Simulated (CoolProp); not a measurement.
Octamethylcyclotetrasiloxane (D4) along the isobar 1.81 MPa: fugacity coefficient from the reference equation and from simpler models built on Tc = 313.4 °C, pc = 1.347 MPa, ω = 0.598; each cubic takes its own stable root.

The numbers come from the reference Helmholtz-energy equation of state, Thol 2015 in CoolProp.

```tsv
T (°C)	phase	reference	Soave-Redlich-Kwong	Peng-Robinson
215.75	liquid	0.1426	0.1478	0.1427
225.85	liquid	0.1702	0.1768	0.1704
235.95	liquid	0.2009	0.2091	0.2012
246.05	liquid	0.2345	0.2445	0.2350
256.05	liquid	0.2706	0.2825	0.2713
266.15	liquid	0.3096	0.3235	0.3105
276.25	liquid	0.3511	0.3668	0.3518
286.35	liquid	0.3945	0.4119	0.3949
296.45	liquid	0.4394	0.4581	0.4391
306.55	liquid	0.4852	0.5044	0.4835
316.55	supercritical	0.5303	0.5493	0.5266
326.65	supercritical	0.5740	0.5918	0.5672
336.75	supercritical	0.6120	0.6286	0.6025
346.85	supercritical	0.6423	0.6588	0.6314
```
